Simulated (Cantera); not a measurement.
An adiabatic, constant-pressure homogeneous reactor starts with CO : H2 : CH4 : O2 : N2 = 1 : 0.042 : 0.047 : 1.86 : 7.01 (molar parts), equivalence ratio 0.33, at 1723 K and 975 Torr.

Model: GRI-Mech 3.0 (53 species, 325 reactions), integrated in Cantera.

Predict: time of steepest temperature rise; temperature at 3.00 s; equilibrium temperature; x(CO) at 3.00 s; x(H2) at 3.00 s; x(CO2) at 3.00 s; x(H2O2) at 3.00 s.


```
Item                                                                  Result
---------------------------------  -----------------------------------------
time of steepest temperature rise                                    31.4 µs
temperature at 3.00 s                                                 2469 K
equilibrium temperature                                               2469 K
x(CO) at 3.00 s                      0.00797 (gas-phase equilibrium 0.00797)
x(H2) at 3.00 s                    0.000155 (gas-phase equilibrium 0.000155)
x(CO2) at 3.00 s                         0.102 (gas-phase equilibrium 0.102)
x(H2O2) at 3.00 s                    3.21e-8 (gas-phase equilibrium 3.21e-8)
```
